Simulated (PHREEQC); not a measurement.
Solution (58 °C): 0.0019 mol H2SO4, 0.0064 mol FeCl3 and 0.029 mol MgCl2 per kg of water. Closed to the air; pH follows from the charge balance.

The numbers come from PHREEQC with the ion-association model, phreeqc.dat.

No solid was allowed to form.

Predict the pH.

pH 2.24.

In which forms is Fe present?

FeOH+2 37 %, FeCl+2 25 %, Fe+3 13 %, Fe2(OH)2+4 13 %, FeSO4+ 7.7 %, Fe(OH)2+ 2.9 % of the Fe.

Examples of supersaturated solids here: Hematite (slow to form), Goethite (slow to form). Others may be too. Constants without temperature data keep their 25 °C values here.
